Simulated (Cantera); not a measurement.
Feed: 1 mol SiO2, 99 mol HCl, 16 mol O2, held at 1.50 Pa.

Method: chemical equilibrium by Gibbs-energy minimisation in Cantera with the NASA 1993 tables (ideal gas, pure condensed phases). Candidate condensed phases: H2O, Si, SiO2; 30 gas species. The tables hold silica as quartz up to 1696 K and as liquid above; real silica turns to tridymite and cristobalite and melts near 1996 K. Rates play no part. All values below are at 975 °C.

Base state: HCl 0.764, O2 0.116, Cl 0.0780, H2O 0.0405, Cl2 0.00156, OH 4.95e-5 (mole fractions); condensed: SiO2(β-quartz).

Task: What changes in the equilibrium state with this change: SiO2 replaced by MgO?

Result: 
```
species               before    after
-------------------  -------  -------
HCl                    0.764    0.755
O2                     0.116    0.118
Cl                    0.0780   0.0732
MgCl2                      0  0.00728
H2O                   0.0405   0.0452
Cl2                  0.00156  0.00137
OH                   4.95e-5  5.24e-5
SiO2(β-quartz), mol     1.00        0
MgO(s), mol                0    0.148
```
Further candidate phases: Mg, MgCl2, MgO, Mg(OH)2.
